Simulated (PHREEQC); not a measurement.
A column of 0.1 m (40 cells, dispersivity 0.005 m, 720 s a shift, diffusion coefficient 3e-10 m²/s) holds 0.015 eq of the database's cation exchanger X per kg of pore water, first in equilibrium with 2 mmol/kgw CdCl2 and 0.01 mmol/kgw HCl. It is flushed with 0.001 mol/kgw LiCl, 0.0067 mol/kgw BaCl2 and 1e-05 mol/kgw HCl, at 25 °C. Values are for the last cell. The system is closed to CO2. No solid was allowed to form.

The numbers come from PHREEQC with the ion-association model, phreeqc.dat.

**Question.** Predict Cd in solution (mol/kgw) at pore volumes = 3.612, 4.662.

**Answer.** 
```
pore volumes  Cd in solution (mol/kgw)
------------  ------------------------
3.612                          3.06e-5
4.662                          1.09e-6
```
